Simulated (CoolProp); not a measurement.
Properties of R410A along the isobar 7.34 MPa.

The numbers come from the reference Helmholtz-energy equation of state, Lemmon 2003 in CoolProp. It is a pseudo-pure fit of the blend.

| T (°C) | phase | density (kg/m³) | cp (kJ/(kg K)) | isothermal compressibility (1/MPa) | conductivity (mW/(m K)) | Prandtl number |
|---|---|---|---|---|---|---|
| 45.85 | liquid | 1007 | 1.723 | 0.01094 | 82.1 | 2.20 |
| 63.95 | liquid | 896.2 | 2.014 | 0.02381 | 69.8 | 2.37 |
| 82.05 | supercritical | 713.7 | 3.104 | 0.1038 | 53.2 | 3.43 |
| 100.15 | supercritical | 389.9 | 3.327 | 0.3441 | 33.8 | 3.11 |
| 118.25 | supercritical | 277.6 | 1.971 | 0.2414 | 30.3 | 1.66 |
| 136.35 | supercritical | 230.4 | 1.601 | 0.2024 | 29.8 | 1.28 |
| 154.45 | supercritical | 202.2 | 1.442 | 0.1827 | 30.0 | 1.12 |
| 172.55 | supercritical | 182.6 | 1.360 | 0.1708 | 30.6 | 1.03 |
| 190.65 | supercritical | 167.8 | 1.315 | 0.1629 | 31.4 | 0.980 |
| 208.75 | supercritical | 156.0 | 1.290 | 0.1573 | 32.4 | 0.946 |
| 226.85 | supercritical | 146.3 | 1.277 | 0.1531 | 33.4 | 0.923 |

The peak of cp marks the crossing from liquid-like to gas-like fluid above the critical point.

Viscosity comes from a separate model (Geller 2000). Thermal conductivity comes from a separate model (Geller 2001).
